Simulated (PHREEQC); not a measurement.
# Copper plating or etch bath: an equilibrium model

Make-up at 25 °C: 26 mmol/kgw Cu(NO3)2, 0.19 mmol/kgw HNO3 and 10 mmol/kgw NaCl. Closed to the air; pH follows from the charge balance.

All values are PHREEQC results (ion-association model, phreeqc.dat), not measurements.

Each row changes one thing in this solution. This is a speciation only: nothing precipitates in the calculation.

```json
[
 {"case": "as made", "pH": "3.80", "ionic strength (mol/kgw)": "0.0876", "CuCl+ (mol/kgw)": "0.000279", "CuOH+ (mol/kgw)": "8.60e-7", "Cu2(OH)2+2 (mol/kgw)": "5.07e-7", "Cu(OH)2 (mol/kgw)": "8.58e-9", "SI of Halite (NaCl)": "-5.79"},
 {"case": "temperature from 25 to 35 °C", "pH": "3.79", "ionic strength (mol/kgw)": "0.0873", "CuCl+ (mol/kgw)": "0.000432", "CuOH+ (mol/kgw)": "8.42e-7", "Cu2(OH)2+2 (mol/kgw)": "1.28e-6", "Cu(OH)2 (mol/kgw)": "8.33e-9", "SI of Halite (NaCl)": "-5.81"},
 {"case": "0.024 mol/kgw Na2SO4 added", "pH": "3.99", "ionic strength (mol/kgw)": "0.128", "CuCl+ (mol/kgw)": "0.000183", "CuOH+ (mol/kgw)": "…", "Cu2(OH)2+2 (mol/kgw)": "5.84e-7", "Cu(OH)2 (mol/kgw)": "…", "SI of Halite (NaCl)": "-5.06"},
 {"case": "HNO3 replaced by Fe(NO3)3 at the same molality", "pH": "3.67", "ionic strength (mol/kgw)": "0.0882", "CuCl+ (mol/kgw)": "0.000278", "CuOH+ (mol/kgw)": "6.34e-7", "Cu2(OH)2+2 (mol/kgw)": "…", "Cu(OH)2 (mol/kgw)": "4.67e-9", "SI of Halite (NaCl)": "-5.79"},
 {"case": "diluted 100-fold with water", "pH": "5.45", "ionic strength (mol/kgw)": "0.000881", "CuCl+ (mol/kgw)": "6.09e-8", "CuOH+ (mol/kgw)": "6.55e-7", "Cu2(OH)2+2 (mol/kgw)": "2.01e-7", "Cu(OH)2 (mol/kgw)": "3.69e-7", "SI of Halite (NaCl)": "…"},
 {"case": "HNO3 from 0.00019 to 9.5e-05 mol/kgw", "pH": "4.08", "ionic strength (mol/kgw)": "0.0875", "CuCl+ (mol/kgw)": "0.000279", "CuOH+ (mol/kgw)": "1.64e-6", "Cu2(OH)2+2 (mol/kgw)": "1.85e-6", "Cu(OH)2 (mol/kgw)": "3.13e-8", "SI of Halite (NaCl)": "-5.79"}
]
```

Question: Fill in the missing entries.

Answer: 
- 0.024 mol/kgw Na2SO4 added, CuOH+ (mol/kgw): 9.07e-7
- 0.024 mol/kgw Na2SO4 added, Cu(OH)2 (mol/kgw): 1.36e-8
- HNO3 replaced by Fe(NO3)3 at the same molality, Cu2(OH)2+2 (mol/kgw): 2.76e-7
- diluted 100-fold with water, SI of Halite (NaCl): -9.60

Some of these states are supersaturated (in Fe(OH)3(a), Hematite (slow to form), for instance).
